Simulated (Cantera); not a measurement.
# Thermodynamics of hydrogen reduction and annealing atmospheres, feed FeS2 + H2 + N2

Feed: 1 mol FeS2, 3.8 mol H2, 76 mol N2, equilibrated at 17000 Pa.

Cantera equilibrium calculation (NASA polynomials, part measured and part estimated; ideal gas, pure solids and liquids). Candidate condensed phases: Fe, FeS, FeS2, S; 16 gas species. FeS: taken at fixed stoichiometry. Gases not in the tables: S3 to S7. Equilibrium is a limit: real reactors are often held back by kinetics, nucleation or transport.

```json
[
 {"T (K)": "1075", "log p N2": "-0.79", "log p H2": "-2.22", "log p H2S": "-2.68", "log p S2": "-4.54", "log p SH": "-6.19", "log p H": "-8.94", "n FeS(s)": "1.00", "n FeS(l)": "0"},
 {"T (K)": "1125", "log p N2": "-0.79", "log p H2": "-2.22", "log p H2S": "-2.70", "log p S2": "-4.19", "log p SH": "-5.86", "log p H": "-8.46", "n FeS(s)": "1.00", "n FeS(l)": "0"},
 {"T (K)": "1175", "log p N2": "-0.79", "log p H2": "-2.21", "log p H2S": "-2.73", "log p S2": "-3.90", "log p SH": "-5.56", "log p H": "-8.01", "n FeS(s)": "1.00", "n FeS(l)": "0"},
 {"T (K)": "1225", "log p N2": "-0.79", "log p H2": "-2.20", "log p H2S": "-2.77", "log p S2": "-3.68", "log p SH": "-5.31", "log p H": "-7.60", "n FeS(s)": "1.00", "n FeS(l)": "0"},
 {"T (K)": "1275", "log p N2": "-0.79", "log p H2": "-2.18", "log p H2S": "-2.82", "log p S2": "-3.51", "log p SH": "-5.10", "log p H": "-7.22", "n FeS(s)": "1.00", "n FeS(l)": "0"},
 {"T (K)": "1325", "log p N2": "-0.79", "log p H2": "-2.17", "log p H2S": "-2.89", "log p S2": "-3.39", "log p SH": "-4.91", "log p H": "-6.87", "n FeS(s)": "1.00", "n FeS(l)": "0"},
 {"T (K)": "1375", "log p N2": "-0.79", "log p H2": "-2.16", "log p H2S": "-2.96", "log p S2": "-3.30", "log p SH": "-4.75", "log p H": "-6.54", "n FeS(s)": "1.00", "n FeS(l)": "0"},
 {"T (K)": "1425", "log p N2": "-0.79", "log p H2": "-2.15", "log p H2S": "-3.04", "log p S2": "-3.23", "log p SH": "-4.62", "log p H": "-6.24", "n FeS(s)": "1.000", "n FeS(l)": "0"},
 {"T (K)": "1475", "log p N2": "-0.79", "log p H2": "-2.14", "log p H2S": "-3.11", "log p S2": "-3.18", "log p SH": "-4.49", "log p H": "-5.96", "n FeS(s)": "0", "n FeS(l)": "1.000"},
 {"T (K)": "1525", "log p N2": "-0.79", "log p H2": "-2.13", "log p H2S": "-3.19", "log p S2": "-3.14", "log p SH": "-4.39", "log p H": "-5.69", "n FeS(s)": "0", "n FeS(l)": "1.000"},
 {"T (K)": "1575", "log p N2": "-0.79", "log p H2": "-2.13", "log p H2S": "-3.27", "log p S2": "-3.12", "log p SH": "-4.29", "log p H": "-5.44", "n FeS(s)": "0", "n FeS(l)": "1.000"},
 {"T (K)": "1625", "log p N2": "-0.79", "log p H2": "-2.12", "log p H2S": "-3.35", "log p S2": "-3.10", "log p SH": "-4.20", "log p H": "-5.21", "n FeS(s)": "0", "n FeS(l)": "1.000"},
 {"T (K)": "1675", "log p N2": "-0.79", "log p H2": "-2.12", "log p H2S": "-3.43", "log p S2": "-3.08", "log p SH": "-4.12", "log p H": "-4.99", "n FeS(s)": "0", "n FeS(l)": "0.999"},
 {"T (K)": "1725", "log p N2": "-0.79", "log p H2": "-2.11", "log p H2S": "-3.50", "log p S2": "-3.07", "log p SH": "-4.05", "log p H": "-4.79", "n FeS(s)": "0", "n FeS(l)": "0.998"}
]
```
log p: log10 of the partial pressure in bar; n: condensed amount in mol.

From 1075 K to 1425 K the condensed part is FeS(s). From 1475 K to 1725 K the condensed part is FeS(l).
